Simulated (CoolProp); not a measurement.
Aqueous magnesium chloride as a coolant, 22 % by mass, freezing at -35.4 °C, 1 atm.

Model: Melinder's fits for secondary coolants, in CoolProp.

| T (°C) | conductivity (W/(m K)) | viscosity (mPa s) | Prandtl number | cp (kJ/(kg K)) |
|---|---|---|---|---|
| -19.4 | 0.474 | 16.2 | 99.8 | 2.916 |
| -15 | 0.481 | 13.4 | 81.4 | 2.927 |
| -10.6 | 0.488 | 11.1 | 66.6 | 2.938 |
| -6.1 | 0.496 | 9.18 | 54.6 | 2.950 |
| -1.7 | 0.504 | … | 45.1 | 2.962 |
| 2.7 | 0.511 | 6.46 | 37.6 | … |
| 7.1 | … | … | 31.5 | 2.986 |
| 11.6 | … | 4.65 | 26.5 | 2.998 |
| 16 | 0.535 | 4.00 | 22.5 | 3.009 |
| 20.4 | 0.542 | 3.47 | 19.3 | 3.021 |
| 24.8 | 0.550 | 3.03 | 16.7 | 3.032 |
| 29.2 | 0.557 | 2.68 | 14.6 | 3.043 |
| 33.7 | 0.564 | 2.38 | 12.9 | 3.053 |

### Question
Fill in the missing entries.

### Answer

- -1.7, viscosity (mPa s): 7.68
- 2.7, cp (kJ/(kg K)): 2.974
- 7.1, conductivity (W/(m K)): 0.519
- 7.1, viscosity (mPa s): 5.48
- 11.6, conductivity (W/(m K)): 0.527
